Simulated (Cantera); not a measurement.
# Diamond growth

A diamond (100) surface in a fixed gas of H2 with x(CH4) = 0.0044, x(H) = 0.0039, x(CH3) = 1.2e-05, at 1150 K; coverages are run to steady state.

Computed with Cantera and the Harris–Goodwin 1993 mechanism for the reconstructed diamond (100) surface.

```json
[
 {"P (Pa)": "1200", "growth (µm/h)": "0.0264", "θ c6HH": "0.477", "θ c6H*": "0.0329", "θ c6*H": "0.467", "θ c6**": "0.0229", "θ c6HM": "0.000143"},
 {"P (Pa)": "2000", "growth (µm/h)": "0.0605", "θ c6HH": "0.477", "θ c6H*": "0.0329", "θ c6*H": "0.467", "θ c6**": "0.0229", "θ c6HM": "0.000216"},
 {"P (Pa)": "3400", "growth (µm/h)": "0.141", "θ c6HH": "0.477", "θ c6H*": "0.0329", "θ c6*H": "0.467", "θ c6**": "0.0229", "θ c6HM": "0.000316"},
 {"P (Pa)": "5700", "growth (µm/h)": "0.309", "θ c6HH": "0.477", "θ c6H*": "0.0330", "θ c6*H": "0.467", "θ c6**": "0.0229", "θ c6HM": "0.000430"},
 {"P (Pa)": "9600", "growth (µm/h)": "0.650", "θ c6HH": "0.477", "θ c6H*": "0.0330", "θ c6*H": "0.466", "θ c6**": "0.0229", "θ c6HM": "0.000550"},
 {"P (Pa)": "16000", "growth (µm/h)": "1.28", "θ c6HH": "0.477", "θ c6H*": "0.0330", "θ c6*H": "0.466", "θ c6**": "0.0229", "θ c6HM": "0.000657"},
 {"P (Pa)": "27000", "growth (µm/h)": "2.42", "θ c6HH": "0.477", "θ c6H*": "0.0331", "θ c6*H": "0.466", "θ c6**": "0.0230", "θ c6HM": "0.000745"},
 {"P (Pa)": "45000", "growth (µm/h)": "4.36", "θ c6HH": "0.476", "θ c6H*": "0.0333", "θ c6*H": "0.466", "θ c6**": "0.0230", "θ c6HM": "0.000809"}
]
```
θ: site fractions in the mechanism's names (c6HH fully hydrogenated, c6H* and c6*H radical sites, c6** diradical, c6HM methylated).
